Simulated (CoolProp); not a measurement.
m-xylene along the isobar 7.83 MPa: fugacity coefficient from the reference equation and from simpler models built on Tc = 616.9 K, pc = 3.535 MPa, ω = 0.326; each cubic takes its own stable root.

Values from CoolProp's reference Helmholtz-energy equation of state, Zhou 2012.

```
T (K)   phase  reference  van der Waals  Redlich-Kwong  Soave-Redlich-Kwong  Peng-Robinson
-----  ------  ---------  -------------  -------------  -------------------  -------------
288.8  liquid  0.0001210        0.01541      0.0006251            0.0001197            ___
315.1  liquid  0.0005180        0.02640       0.002114            0.0005189      0.0005345
341.3  liquid   0.001694        0.04144       0.005610             0.001719       0.001725
367.6  liquid   0.004535        0.06094        0.01248             0.004662       0.004586
393.9  liquid    0.01034        0.08490        0.02416              0.01075        0.01043
420.2  liquid    0.02074         0.1132        0.04194              0.02178        0.02091
446.5  liquid    0.03746            ___        0.06675                  ___        0.03781
472.8  liquid    0.06211         0.1814        0.09901                  ___        0.06279
499    liquid    0.09569         0.2203         0.1384               0.1025        0.09692
525.3  liquid     0.1390         0.2618         0.1847               0.1494         0.1410
551.6  liquid     0.1915         0.3053         0.2367               0.2065         0.1947
```

### Question
What belongs in the gaps?

### Answer

- 288.8, Peng-Robinson: 0.0001279
- 446.5, van der Waals: 0.1455
- 446.5, Soave-Redlich-Kwong: 0.03967
- 472.8, Soave-Redlich-Kwong: 0.06621
